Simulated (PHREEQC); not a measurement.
Dissolve 0.0057 mol/kgw NaH2PO4 and 0.00024 mol/kgw KOH at 25 °C. Closed to the air; pH follows from the charge balance.

All values are PHREEQC results (ion-association model, phreeqc.dat), not measurements.

No solid was allowed to form.

### Question
What pH, ionic strength, specific conductance does the model give?

### Answer
pH 5.75; ionic strength 0.00618 mol/kgw; specific conductance 472 µS/cm.

### Question
In which forms is P present?

### Answer
H2PO4- 96 %, HPO4-2 4.2 % of the P.

Species that the database lacks are ignored.
